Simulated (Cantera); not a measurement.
An adiabatic, constant-volume homogeneous reactor starts with CH₄ : O₂ : N₂ = 1 : 5.41 : 20.3 (molar parts), equivalence ratio 0.37, at 1450 K and 10500 Torr. Integrator tolerance rtol = 1e-08.

Computed with Cantera and GRI-Mech 3.0 (53 species, 325 reactions). The pressure lies above the range GRI-Mech 3.0 was tuned for (to about 10 atm).

Task: What does this change do: 0.091 parts C2H6 added?

Result: 
```
quantity                                                              before                                      after
---------------------------------  -----------------------------------------  -----------------------------------------
time of steepest temperature rise                                   0.153 ms                                    61.1 µs
temperature at 5.00 s                                                 2392 K                                     2510 K
equilibrium temperature                                               2392 K                                     2510 K
x(CH₄) at 5.00 s                       <1e-12 (gas-phase equilibrium <1e-12)      <1e-12 (gas-phase equilibrium <1e-12)
x(O₂) at 5.00 s                          0.120 (gas-phase equilibrium 0.120)        0.106 (gas-phase equilibrium 0.106)
x(HCO) at 5.00 s                   6.94e-11 (gas-phase equilibrium 6.94e-11)  3.41e-10 (gas-phase equilibrium 3.41e-10)
x(C₂H) at 5.00 s                       <1e-12 (gas-phase equilibrium <1e-12)      <1e-12 (gas-phase equilibrium <1e-12)
x(C₂H₂) at 5.00 s                      <1e-12 (gas-phase equilibrium <1e-12)      <1e-12 (gas-phase equilibrium <1e-12)
x(CH₂O) at 5.00 s                      <1e-12 (gas-phase equilibrium <1e-12)  3.25e-12 (gas-phase equilibrium 3.25e-12)
x(NO) at 5.00 s                        0.0140 (gas-phase equilibrium 0.0140)      0.0162 (gas-phase equilibrium 0.0162)
```
